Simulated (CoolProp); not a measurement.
A Linde-Hampson liquefier for oxygen: isothermal reversible compression at 250 K from 1 atm to 30 MPa, throttling to 1 atm, return gas leaving the recuperator 5 K below the feed. Each further row changes one setting.

Values from CoolProp's reference Helmholtz-energy equation of state, Schmidt 1985.

```
case                        liquid yield per pass  compression work (kJ/kg of gas)
--------------------------  ---------------------  -------------------------------
as stated                                   0.213                              352
high pressure 60 MPa                        0.236                              [?]
warm-end temperature 280 K                    [?]                              402
warm-end gap 10 K                             [?]                              352
```

Problem. Complete the blanks.

Solution. 
- high pressure 60 MPa, compression work (kJ/kg of gas): 399
- warm-end temperature 280 K, liquid yield per pass: 0.156
- warm-end gap 10 K, liquid yield per pass: 0.203
